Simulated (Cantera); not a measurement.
Input: 1 mol SiH2Cl2, 2.4 mol HCl, 290 mol H2, 0.021 mol C3H8, equilibrated at 1573.15 K and 0.0430 bar.

These are equilibrium values from Cantera (NASA tables, ideal gas, pure condensed phases), not measurements of a reactor. Candidate condensed phases: C, C6H6, C7H8, C8H18, Si, SiC; 109 gas species. Mutual solubility and eutectic melting of coexisting phases are not modelled. Rates play no part.

Base state: H2 0.986, HCl 0.0136, SiCl2 0.000640, H 0.000195 (mole fractions); condensed: Si(s) + SiC(s).

Task: What changes in the equilibrium state with this change: temperature from 1573.15 K to 2223.15 K?

Result: 
```tsv
species	before	after
H2	0.986	0.952
H	0.000195	0.0302
HCl	0.0136	0.0141
Si	1.28e-6	0.00269
C2H2 (acetylene)	1.87e-9	6.76e-5
Si2C	3.38e-9	5.82e-5
Si2	2.70e-9	1.13e-5
Si(s), mol	0.746	0
SiC(s), mol	0.0628	0
```
The tables' values for SiCl are old estimates; treat these amounts as uncertain. Gases not in the tables: Si2H6 and higher silanes.
